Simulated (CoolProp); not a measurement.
Properties of propylene along the isotherm 575 K (Tc = 364.2 K, pc = 4.555 MPa, ω = 0.146).

The numbers come from the reference Helmholtz-energy equation of state, Lemmon 2013 in CoolProp.

```csv
p (MPa),phase,cv (kJ/(kg K)),speed of sound (m/s),viscosity (µPa s)
1.27,gas,2.302,346.2,16.3
2.53,gas,2.308,341.8,16.8
3.8,gas,2.313,338.0,17.4
5.06,supercritical,2.318,334.9,18.1
6.33,supercritical,2.324,332.5,18.9
7.59,supercritical,2.329,330.9,19.7
8.86,supercritical,2.334,330.2,20.6
10.1,supercritical,2.338,330.6,21.5
11.4,supercritical,2.342,332.1,22.4
```

Viscosity comes from a separate model (Huber 2003), an estimate that may be off by 10 % or more.
